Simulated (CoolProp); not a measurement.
Properties of n-perfluoropentane at several states.

Computed with CoolProp (reference Helmholtz-energy equation of state, Gao 2022).

| T (K) | p (MPa) | phase | cv (kJ/(kg K)) | speed of sound (m/s) | Joule-Thomson coefficient (K/MPa) | expansivity (1/kK) | fugacity coefficient |
|---|---|---|---|---|---|---|---|
| 224.9 | 0.0659 | liquid | ___ | 669.6 | -0.3916 | 1.564 | 0.02538 |
| 243.7 | 0.149 | liquid | 0.7432 | 622.3 | -0.3610 | 1.632 | 0.04103 |
| 247.6 | 0.431 | liquid | 0.7495 | 613.5 | -0.3547 | 1.645 | 0.01838 |
| 204.4 | 0.157 | liquid | 0.6805 | ___ | -0.4200 | 1.518 | ___ |
| 342.8 | 0.753 | liquid | ___ | 338.8 | ___ | ___ | 0.4337 |
| 382.4 | 3 | liquid | ___ | 247.6 | 0.3120 | 3.898 | ___ |

Problem. Complete the blanks.

Solution. 
- 224.9, cv (kJ/(kg K)): 0.7130
- 204.4, speed of sound (m/s): 720.5
- 204.4, fugacity coefficient: 0.001871
- 342.8, cv (kJ/(kg K)): 0.8847
- 342.8, Joule-Thomson coefficient (K/MPa): -0.005917
- 342.8, expansivity (1/kK): 2.889
- 382.4, cv (kJ/(kg K)): 0.9357
- 382.4, fugacity coefficient: 0.2846
